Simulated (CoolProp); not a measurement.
Vapour-liquid equilibrium of n-octane (1) + m-xylene (2) at 208.35 °C; x and y are mole fractions of (1).

Values from CoolProp's multi-fluid Helmholtz-energy mixture model, Beckmüller 2019 and Zhou 2012; pair parameters Bell 2016.

Give the bubble pressure and the first vapour's composition at x = 0.65, 0.85, 0.95. Is there an azeotrope?

x = 0.65: 593.9 kPa, y = 0.697; x = 0.85: 622.9 kPa, y = 0.872; x = 0.95: 636.5 kPa, y = 0.958. No azeotrope shows between x = 0.05 and 0.95.

Pair parameters are fitted to limited data, so mixtures are less certain than the pure fluids.
